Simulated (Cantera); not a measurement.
A Cantera script and what it prints.

```python
import numpy as np
import cantera as ct

gas_names = """
    B BH BH2 BH3 BN BO BO2 B2 B2O B2O2 B2O3 B3O3H3 H HBO HBO2 HNO HNO2 HNO3 HO2 H2 H2O H2O2 H3B3O6 N NH
    NH2 NH3 NH2OH NO NO2 NO3 N2 N2H2 N2H4 N2O O OH O2 O3
""".split()
cond_names = """
    B(b) B(L) BN(s) B2O3(L) B3O3H3(cr) H2O(s) H2O(L)
""".split()


# ... load() reads the species with a 1 bar reference pressure and builds the phases ...
atoms = {
    'BN': {'B': 1, 'N': 1},
    'O2': {'O': 2},
    'N2': {'N': 2},
    'H2': {'H': 2},
}
top_T = {'BN(s)': 3200}  # K; cautious upper limits of use, not melting points


# ... equilibrate(T, P, feed) seeds the gas with the atoms and calls Mixture.equilibrate('TP', solver="vcs", rtol=1e-11, max_steps=5000) ...
results = []
T = 1675  # K
P = 690  # Pa
for m in [0.15, 0.19, 0.25, 0.32, 0.41, 0.53, 0.68, 0.87, 1.1, 1.4, 1.9, 2.4]:
    feed = {'BN': 1, 'O2': m, 'N2': 1.7, 'H2': 12}  # mol
    mix = equilibrate(T, P, feed)
    results.append((T, P, feed, dict(zip(mix.species_names, mix.species_moles))))

top = {s: max(r[3][s] / sum(r[3][g] for g in gas_names) for r in results) for s in gas_names}
cols = sorted((s for s in top if top[s] > 1e-06), key=lambda s: -top[s])[:6]
seen = [c for c in cond_names if any(r[3].get(c, 0) > 1e-12 for r in results)]
print("log10 of partial pressures in bar; condensed amounts in mol")
print(f"{'n(O2)':>10s}" + "".join(f"{s[:9]:>10s}" for s in cols + seen))
for T, P, feed, n in results:
    ng = sum(n[g] for g in gas_names)
    print(f"{feed['O2']:10.4g}" + "".join(f"{np.log10(max(n[s] / ng * P / 1e5, 1e-99)):10.3f}" for s in cols)
          + "".join(f"{n.get(c, 0):10.4g}" for c in seen))
```

Result:

```
log10 of partial pressures in bar; condensed amounts in mol
     n(O2)        H2       H2O        N2      HBO2       HBO      B2O3     BN(s)
      0.15    -2.232    -6.029    -3.044    -4.995    -4.039    -5.206     0.735
      0.19    -2.234    -5.962    -3.038    -4.861    -3.974    -5.005    0.6704
      0.25    -2.238    -5.890    -3.030    -4.715    -3.904    -4.785    0.5757
      0.32    -2.242    -5.830    -3.021    -4.592    -3.846    -4.600    0.4677
      0.41    -2.248    -5.773    -3.011    -4.476    -3.792    -4.424    0.3317
      0.53    -2.254    -5.718    -2.997    -4.363    -3.740    -4.253    0.1535
      0.68    -2.260    -5.430    -2.986    -4.118    -3.789    -4.051         0
      0.87    -2.263    -4.499    -2.986    -3.648    -4.254    -4.043         0
       1.1    -2.277    -3.801    -2.986    -3.446    -4.764    -4.336         0
       1.4    -2.300    -3.391    -2.986    -3.383    -5.134    -4.622         0
       1.9    -2.343    -3.065    -2.986    -3.357    -5.475    -4.893         0
       2.4    -2.390    -2.878    -2.986    -3.347    -5.700    -5.062         0
```

These are equilibrium values from Cantera (NASA tables, ideal gas, pure condensed phases), not measurements of a reactor. Gases not in the tables: H3BO3.
